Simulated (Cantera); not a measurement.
Cantera run:

```python
import numpy as np
import cantera as ct

gas_names = [...]  # 118 gases of nasa_gas.yaml made of C, Cl, F, H
cond_names = """
    C(gr) C6H6(L) C7H8(L) C8H18(L),n-octa
""".split()


# ... load() reads the species with a 1 bar reference pressure and builds the phases ...
atoms = {
    'CHF3': {'C': 1, 'H': 1, 'F': 3},
    'HCl': {'H': 1, 'CL': 1},
}
top_T = {'C(gr)': 4500}  # K; cautious upper limits of use, not melting points


# ... equilibrate(T, P, feed) seeds the gas with the atoms and calls Mixture.equilibrate('TP', solver="vcs", rtol=1e-11, max_steps=5000) ...
results = []
feed = {'CHF3': 1, 'HCl': 0.01}  # mol
T = 1248  # K
P = 36  # Pa
mix = equilibrate(T, P, feed)
results.append((T, P, feed, dict(zip(mix.species_names, mix.species_moles))))
print(gas.report(threshold=0.001))
for i in range(1, mix.n_phases):
    print(f"{mix.phase(i).name:16s} {mix.phase_moles(i):12.5e} mol")
```

Result:

```
       temperature   1248 K
          pressure   36 Pa
           density   0.00014744 kg/m^3
  mean mol. weight   42.498 kg/kmol
   phase of matter   gas

                          1 kg             1 kmol
                     ---------------   ---------------
          enthalpy       -1.0377e+07       -4.4101e+08  J
   internal energy       -1.0621e+07       -4.5139e+08  J
           entropy            8062.5        3.4264e+05  J/K
    Gibbs function       -2.0439e+07       -8.6863e+08  J
 heat capacity c_p            1278.5             54335  J/K
 heat capacity c_v            1082.9             46021  J/K

                      mass frac. Y      mole frac. X     chem. pot. / RT
                     ---------------   ---------------   ---------------
               CF4           0.68152           0.32912           -136.85
                CL         0.0031047          0.003722           -23.513
               HCL         0.0022527         0.0026259           -47.637
                HF           0.31274           0.66435           -57.869
     [ +114 minor]        0.00037416        0.00019055

C(gr)             5.01463e-01 mol
```

Equilibrium computed with Cantera from the NASA thermochemical tables; the gas is ideal and each condensed phase is pure. Gases not in the tables: C2F6 and larger saturated fluorocarbons.
